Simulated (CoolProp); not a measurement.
The fluid at 293.15 K and 2.74 MPa flows at 0.35 m/s in a round tube of 20 mm bore and 0.25 µm roughness, fully developed (64/Re and Nu = 3.66 if laminar; Colebrook and Gnielinski if turbulent). The same conditions are run with several fluids, on thermodynamics alone (safety and materials aside).

Model: reference Helmholtz-energy equation of state of each fluid (C2F6 (R116): Lemmon 2006; carbon dioxide: Span 1996; dry air: Lemmon 2000; oxygen: Schmidt 1985; nitrogen: Span 2000), in CoolProp. Blends and air are pseudo-pure fits.

| fluid | Reynolds number | Darcy friction factor | pressure drop (Pa/m) | heat-transfer coefficient (W/(m² K)) | mass flow (kg/h) |
|---|---|---|---|---|---|
| C2F6 (R116) | … | 0.0178 | 15.4 | 317 | … |
| carbon dioxide | … | 0.0240 | … | … | 23.4 |
| dry air | 12300 | 0.0293 | 2.94 | 47.5 | 13.0 |
| oxygen | 12300 | 0.0293 | 3.29 | … | 14.5 |
| nitrogen | 12300 | 0.0293 | 2.84 | … | 12.5 |

Some entries are withheld; supply them.


- C2F6 (R116), Reynolds number: 109000
- C2F6 (R116), mass flow (kg/h): 112
- carbon dioxide, Reynolds number: 27300
- carbon dioxide, pressure drop (Pa/m): 4.35
- carbon dioxide, heat-transfer coefficient (W/(m² K)): 71.1
- oxygen, heat-transfer coefficient (W/(m² K)): 48.3
- nitrogen, heat-transfer coefficient (W/(m² K)): 47.2

Transport values come from each fluid's own correlations; those of C2F6 (R116) are estimates that may be off by 10 % or more.
